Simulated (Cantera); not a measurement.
Feed: 1 mol Fe, 0.032 mol Cl₂, at 1475 K and 0.0890 bar.

These are equilibrium values from Cantera (NASA tables, ideal gas, pure condensed phases), not measurements of a reactor. Candidate condensed phases: Fe, FeCl₂, FeCl₃; 8 gas species. Equilibrium is a limit: real reactors are often held back by kinetics, nucleation or transport.

Base state: FeCl₂ 0.995, Fe₂Cl₄ 0.00420, FeCl₃ 0.000293, Cl 4.15e-5 (mole fractions); condensed: Fe(γ).

Problem. What changes in the equilibrium state with this change: Fe replaced by Fe₃O₄?

Solution. 
| species | before | after |
|---|---|---|
| FeCl₂ | 0.995 | 0.720 |
| FeCl₃ | 0.000293 | 0.171 |
| Cl₂ | 6.32e-8 | 0.0412 |
| O₂ | 0 | 0.0316 |
| Cl | 4.15e-5 | 0.0335 |
| ClO | 0 | 4.51e-5 |
| Fe₂Cl₆ | <1e-9 | 3.01e-5 |
| Fe(γ), mol | 0.968 | 0 |
| Fe₂O₃(s), mol | 0 | 0.104 |
| Fe₃O₄(s), mol | 0 | 0.921 |
Mutual solubility and eutectic melting of coexisting phases are not modelled. Further candidate phases: FeO, Fe₂O₃, Fe₃O₄.
